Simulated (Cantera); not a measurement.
A perfectly stirred reactor is fed with 63.8 % H2, 36.2 % O2, equivalence ratio 0.88, at 0.0109 atm; it is held at 1050 K, and followed from long to short residence time.

Cantera simulation using the H2/O2 subset of GRI-Mech 3.0, which has no nitrogen chemistry; the numbers are that mechanism's predictions, not measurements. Radical loss at walls, strong at low pressure, is not modelled. The temperature is held fixed by assumption; the heat of reaction is taken as removed at once.

One state of this run: x H2 = 0.0323; x O2 = 0.0814; x HO2 = 5.22e-6; x OH = 0.00321; x H = 0.0301. x: mole fraction; the columns are a selection and need not sum to one.

Problem. Which value of τ (s) does it belong to?
A) 0.0012
B) 0.52
C) 0.0034
D) 0.19

Solution. D, 0.19
